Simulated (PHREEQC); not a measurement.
# Acid rinse or clean: speciation

Consider water at 25 °C with 92 mmol/kgw HCl, 22 mmol/kgw AlCl3 and 54 mmol/kgw MgCl2. Closed to the air; pH follows from the charge balance.

Model: ion-association model, phreeqc.dat, run in PHREEQC.

Precipitation was switched off in this run.

Problem. Estimate the pH.

Solution. pH 1.15.
